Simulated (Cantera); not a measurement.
A Cantera script and its output.

```python
import numpy as np
import cantera as ct

gas = ct.Solution("gri30.yaml")
gas.TPX = 1700, 101325, {'CH4': 1, 'H2': 0.052, 'O2': 4.5, 'N2': 16.9}
reactor = ct.IdealGasConstPressureReactor(gas, energy="on", clone=False)
net = ct.ReactorNet([reactor])
net.rtol, net.atol = 1e-08, 1e-16
show = ['CH4', 'H2', 'O2', 'CO2', 'C2H6', 'O', 'N2O']
times = np.geomspace(2e-06, 0.4, 12)

steps = ct.SolutionArray(gas, extra=["t"])
rows = []
print(f"{'t/s':>10s}{'T/K':>9s}{'P/Pa':>11s}" + "".join(f"{s:>11s}" for s in show))
for t in times:
    while net.time < t:
        t_next = net.step()
        steps.append(gas.state, t=t_next)
    rows.append([np.interp(t, steps.t, y) for y in (steps.T, steps.P, *steps(*show).X.T)])
    print(f"{t:10.3e}{rows[-1][0]:9.1f}{rows[-1][1]:11.4g}" + "".join(f"{x:11.3e}" for x in rows[-1][2:]))
rate = np.gradient(steps.T, steps.t)
print("integrator steps:", len(steps.t))
if steps.T.max() > steps.T[0] + 200:
    print(f"time of steepest temperature rise: {steps.t[rate.argmax()]:.4e} s")
gas.TPX = 1700, 101325, {'CH4': 1, 'H2': 0.052, 'O2': 4.5, 'N2': 16.9}
gas.equilibrate("HP")
print(f"equilibrium (HP): T = {gas.T:.1f} K  " + "  ".join(f"{s} {gas[s].X[0]:.3e}" for s in show))
```

It prints:

```
       t/s      T/K       P/Pa        CH4         H2         O2        CO2       C2H6          O        N2O
 2.000e-06   1700.0  1.013e+05  4.454e-02  2.316e-03  2.004e-01  1.414e-11  2.982e-11  1.398e-07  4.507e-12
 6.067e-06   1700.0  1.013e+05  4.453e-02  2.317e-03  2.004e-01  3.335e-10  1.383e-09  1.981e-07  2.391e-11
 1.840e-05   1699.9  1.013e+05  4.450e-02  2.319e-03  2.004e-01  7.739e-09  5.814e-08  3.862e-07  1.596e-10
 5.582e-05   1700.0  1.013e+05  4.424e-02  2.329e-03  2.003e-01  4.176e-07  3.728e-06  1.612e-06  1.216e-09
 1.693e-04   1957.5  1.013e+05  1.271e-02  1.381e-02  1.617e-01  1.893e-03  7.257e-05  6.484e-04  7.582e-08
 5.136e-04   2467.9  1.013e+05  6.216e-19  2.112e-03  1.068e-01  3.784e-02  1.690e-35  6.748e-03  6.441e-07
 1.558e-03   2505.2  1.013e+05  5.012e-19  1.553e-03  1.066e-01  3.958e-02  6.089e-36  4.862e-03  7.348e-07
 4.725e-03   2500.8  1.013e+05  4.825e-19  1.532e-03  1.052e-01  3.966e-02  5.689e-36  4.721e-03  7.403e-07
 1.433e-02   2492.1  1.013e+05  4.474e-19  1.492e-03  1.024e-01  3.981e-02  4.979e-36  4.460e-03  7.718e-07
 4.347e-02   2485.7  1.013e+05  4.224e-19  1.463e-03  1.004e-01  3.992e-02  4.496e-36  4.274e-03  8.106e-07
 1.319e-01   2485.1  1.013e+05  4.202e-19  1.460e-03  1.002e-01  3.993e-02  4.456e-36  4.258e-03  8.145e-07
 4.000e-01   2485.1  1.013e+05  4.202e-19  1.460e-03  1.002e-01  3.993e-02  4.456e-36  4.258e-03  8.145e-07
integrator steps: 1689
time of steepest temperature rise: 1.7291e-04 s
equilibrium (HP): T = 2485.1 K  CH4 6.268e-19  H2 1.460e-03  O2 1.002e-01  CO2 3.993e-02  C2H6 8.780e-36  O 4.258e-03  N2O 8.145e-07
```

Detailed kinetics in Cantera: GRI-Mech 3.0 (53 species, 325 reactions).
